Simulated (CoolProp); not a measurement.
Vapour-liquid equilibrium of propane (1) + toluene (2) at 0.0792 MPa; x and y are mole fractions of (1).

Values from CoolProp's multi-fluid Helmholtz-energy mixture model, Lemmon 2009 and Lemmon 2006; pair parameters Bell 2016.

### Question
Give the bubble temperature and the first vapour's composition at x = 0.125, 0.575, 0.65. Is there an azeotrope?

### Answer
x = 0.125: 260.4 K, y = 0.995; x = 0.575: 232.0 K, y = 1.000; x = 0.65: 231.0 K, y = 1.000. No azeotrope shows between x = 0.05 and 0.95.

Pair parameters are fitted to limited data, so mixtures are less certain than the pure fluids. With so large a gap from Raoult's law the liquid may split in two, which this calculation doesn't test in full.
